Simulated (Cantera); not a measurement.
Gas mixture: CO = 0.48 (molar parts), at 7500 Torr, frozen composition.

Cantera's kinetic-theory transport with the Lennard-Jones parameters of GRI-Mech 3.0, ideal gas; thermal conductivity in the multicomponent form.

D: mixture-averaged diffusion coefficient of that species in the mixture.

| T (K) | ρ (kg/m³) | cp (J/kg/K) | μ (µPa s) | λ (mW/m/K) | Pr | D (cm²/s) CO2 | D (cm²/s) C2H2 | D (cm²/s) NH3 |
|---|---|---|---|---|---|---|---|---|
| 400 | 8.42 | 1049 | 22.0 | 31.9 | 0.722 | 0.0268 | … | 0.0383 |
| 550 | 6.13 | 1074 | 27.4 | 41.0 | 0.719 | 0.0470 | … | 0.0688 |
| 700 | 4.81 | 1112 | 32.3 | 50.0 | 0.717 | 0.0713 | … | 0.106 |
| 850 | 3.96 | 1152 | 36.7 | 59.0 | 0.716 | 0.0993 | … | 0.149 |
| 1000 | 3.37 | 1184 | 40.8 | 67.5 | 0.716 | 0.131 | … | 0.197 |
| 1150 | 2.93 | 1211 | 44.7 | 75.7 | 0.715 | 0.165 | … | 0.251 |
| 1300 | 2.59 | 1234 | 48.4 | 83.5 | 0.715 | 0.203 | … | 0.309 |
| 1450 | 2.32 | 1252 | 51.9 | 91.0 | 0.714 | 0.244 | … | 0.371 |

Problem. Complete the blanks.

Solution. 
- 400, D (cm²/s) C2H2: 0.0282
- 550, D (cm²/s) C2H2: 0.0493
- 700, D (cm²/s) C2H2: 0.0747
- 850, D (cm²/s) C2H2: 0.104
- 1000, D (cm²/s) C2H2: 0.137
- 1150, D (cm²/s) C2H2: 0.173
- 1300, D (cm²/s) C2H2: 0.212
- 1450, D (cm²/s) C2H2: 0.255
